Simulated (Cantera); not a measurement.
A Cantera script and its output.

```python
import numpy as np
import cantera as ct

gas = ct.Solution("SiF4_NH3_mec.yaml", "gas")
gas.TPX = 2098, 100000, {'NH3': 1, 'N2': 0.83}
reactor = ct.IdealGasConstPressureReactor(gas, energy="off", clone=False)
net = ct.ReactorNet([reactor])
net.rtol, net.atol = 1e-08, 1e-18
show = ['NH3', 'H', 'N', 'N2H4', 'N2H2']
times = np.geomspace(2e-06, 30, 10)

steps = ct.SolutionArray(gas, extra=["t"])
rows = []
print(f"{'t/s':>10s}{'T/K':>9s}{'P/Pa':>11s}" + "".join(f"{s:>11s}" for s in show))
for t in times:
    while net.time < t:
        t_next = net.step()
        steps.append(gas.state, t=t_next)
    rows.append([np.interp(t, steps.t, y) for y in (steps.T, steps.P, *steps(*show).X.T)])
    print(f"{t:10.3e}{rows[-1][0]:9.1f}{rows[-1][1]:11.4g}" + "".join(f"{x:11.3e}" for x in rows[-1][2:]))
rate = np.gradient(steps.T, steps.t)
print("integrator steps:", len(steps.t))
if steps.T.max() > steps.T[0] + 200:
    print(f"time of steepest temperature rise: {steps.t[rate.argmax()]:.4e} s")
gas.TPX = 2098, 100000, {'NH3': 1, 'N2': 0.83}
gas.equilibrate("TP")
print(f"equilibrium (TP): T = {gas.T:.1f} K  " + "  ".join(f"{s} {gas[s].X[0]:.3e}" for s in show))
```

It prints:

```
       t/s      T/K       P/Pa        NH3          H          N       N2H4       N2H2
 2.000e-06   2098.0      1e+05  5.464e-01  1.061e-06  5.938e-12  8.212e-10  3.214e-09
 1.254e-05   2098.0      1e+05  5.459e-01  1.154e-06  1.981e-09  3.367e-08  2.177e-07
 7.865e-05   2098.0      1e+05  5.429e-01  4.457e-06  4.513e-08  5.460e-07  4.975e-06
 4.932e-04   2098.0      1e+05  5.227e-01  2.445e-05  2.965e-07  5.433e-07  5.759e-06
 3.093e-03   2098.0      1e+05  4.167e-01  1.193e-04  1.084e-06  3.003e-07  4.061e-06
 1.940e-02   2098.0      1e+05  1.310e-01  5.153e-04  1.621e-06  5.494e-08  9.426e-07
 1.216e-01   2098.0      1e+05  1.603e-03  2.087e-03  6.723e-07  7.883e-11  3.177e-09
 7.628e-01   2098.0      1e+05  8.115e-05  2.251e-03  4.255e-08  2.337e-13  1.128e-11
 4.784e+00   2098.0      1e+05  1.209e-05  2.251e-03  6.344e-09  5.191e-15  1.523e-12
 3.000e+01   2098.0      1e+05  4.578e-06  2.252e-03  2.403e-09  7.470e-16  1.334e-12
integrator steps: 2161
equilibrium (TP): T = 2098.0 K  NH3 4.518e-06  H 2.252e-03  N 2.371e-09  N2H4 7.275e-16  N2H2 1.333e-12
```

Detailed kinetics in Cantera: the gas-phase N/H chemistry of the illustrative SiF4/NH3 mechanism in the Surface Chemkin manual (1991). Walls and surfaces, which speed up NH3 decomposition in real reactors, are not modelled.
